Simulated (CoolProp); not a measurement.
Saturation properties of hydrogen sulfide (Tc = 373.1 K, pc = 8.999 MPa, ω = 0.101).

Computed with CoolProp (reference Helmholtz-energy equation of state, Lemmon 2006). It is a short technical equation, of lower accuracy than the large ones.

| T (K) | p (MPa) | liquid density (kg/m³) | liquid viscosity (µPa s) | vapour viscosity (µPa s) |
|---|---|---|---|---|
| 242.5 | (withheld) | 895.1 | 206 | 9.35 |
| 252.7 | 0.5379 | 875.3 | 187 | 9.67 |
| 262.8 | (withheld) | 854.9 | 171 | 9.99 |
| 272.9 | 1.025 | 833.6 | 156 | (withheld) |
| 283.1 | 1.368 | 811.0 | 143 | 10.7 |
| 293.2 | 1.783 | 787.4 | 130 | (withheld) |
| 303.4 | 2.289 | 761.8 | 118 | 11.6 |
| 313.5 | 2.885 | 734.6 | 108 | 12.1 |
| 323.6 | 3.586 | 704.7 | (withheld) | 12.8 |
| 333.8 | 4.411 | 671.1 | (withheld) | (withheld) |

**Question.** Fill in the missing entries.

**Answer.** 
- 242.5, p (MPa): 0.3717
- 262.8, p (MPa): 0.7524
- 272.9, vapour viscosity (µPa s): 10.3
- 293.2, vapour viscosity (µPa s): 11.1
- 323.6, liquid viscosity (µPa s): 97.0
- 333.8, liquid viscosity (µPa s): 86.8
- 333.8, vapour viscosity (µPa s): 13.7

It boils at 212.9 K under 1 atm.

Viscosity comes from a separate model (Quiñones-Cisneros 2012).
